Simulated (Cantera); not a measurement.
A perfectly stirred reactor is fed with NO : N2 = 1 : 0.24 (molar parts), at 30000 Pa; it is held at 2050 K, and followed from long to short residence time.

Cantera simulation using GRI-Mech 3.0 (53 species, 325 reactions); the numbers are that mechanism's predictions, not measurements.

x: mole fraction; the columns are a selection and need not sum to one.

```
τ (s)          x NO        x O2        x N2         x O       x N2O       x NO2
-------  ----------  ----------  ----------  ----------  ----------  ----------
0.69          0.434       0.185       0.379    0.000796     7.25e-5    0.000355
0.25     (withheld)  (withheld)  (withheld)  (withheld)  (withheld)    0.000366
0.091         0.729      0.0381       0.232    0.000425    0.000225    0.000294
0.033         0.778      0.0138       0.207    0.000320    0.000260    0.000224
0.012         0.796     0.00473       0.198    0.000266    0.000265    0.000183
0.0043        0.803     0.00148       0.195    0.000228    0.000241    0.000155
0.0016        0.805    0.000394       0.194    0.000184    0.000189    0.000122
0.00057       0.806  (withheld)       0.194  (withheld)  (withheld)  (withheld)
```

Problem. Complete the blanks.

Solution. 
- 0.25, x NO: 0.617
- 0.25, x O2: 0.0942
- 0.25, x N2: 0.288
- 0.25, x O: 0.000596
- 0.25, x N2O: 0.000154
- 0.00057, x O2: 6.34e-5
- 0.00057, x O: 0.000113
- 0.00057, x N2O: 0.000115
- 0.00057, x NO2: 6.99e-5
